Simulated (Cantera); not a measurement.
An isothermal plug-flow reactor at 673 K and 5.00 bar (inlet), inlet velocity 3.8 m/s, active area per volume 970 1/m; feed H₂ : O₂ : N₂ = 0.0032 : 0.024 : 0.79 (molar parts), equivalence ratio 0.067.

Detailed kinetics in Cantera: Deutschmann's 1995 Pt surface mechanism with GRI-Mech 3.0 gas chemistry. Catalytic surfaces can have several steady states; this one follows from the mechanism file's or the stated starting coverage. Mass transfer to the wall is taken as infinitely fast.

What does this change do: inlet velocity 3.8 to 18 m/s?


| quantity | before | after |
|---|---|---|
| x(H₂) at z = 0.0057 m | 0.000318 | 0.00118 |
| x(O₂) at z = 0.0057 m | 0.0276 | 0.0280 |
| x(H₂O) at z = 0.0057 m | 0.00361 | 0.00274 |
| θ(free Pt) at the exit | 0.0207 | 0.0738 |
| θ(O*) at the exit | 0.975 | 0.918 |
| θ(OH*) at the exit | 0.00459 | 0.00782 |

What does this change do: inlet velocity 3.8 to 1.6 m/s?


```json
[
 {"quantity": "x(H₂) at z = 0.0057 m", "before": "0.000318", "after": "0.000134"},
 {"quantity": "x(O₂) at z = 0.0057 m", "before": "0.0276", "after": "0.0275"},
 {"quantity": "x(H₂O) at z = 0.0057 m", "before": "0.00361", "after": "0.00379"},
 {"quantity": "θ(free Pt) at the exit", "before": "0.0207", "after": "0.00988"},
 {"quantity": "θ(O*) at the exit", "before": "0.975", "after": "0.987"},
 {"quantity": "θ(OH*) at the exit", "before": "0.00459", "after": "0.00324"}
]
```

What does this change do: area per volume 970 to 3900 1/m?


```tsv
quantity	before	after
x(H₂) at z = 0.0057 m	0.000318	7.32e-5
x(O₂) at z = 0.0057 m	0.0276	0.0275
x(H₂O) at z = 0.0057 m	0.00361	0.00385
θ(free Pt) at the exit	0.0207	0.00676
θ(O*) at the exit	0.975	0.991
θ(OH*) at the exit	0.00459	0.00270
```
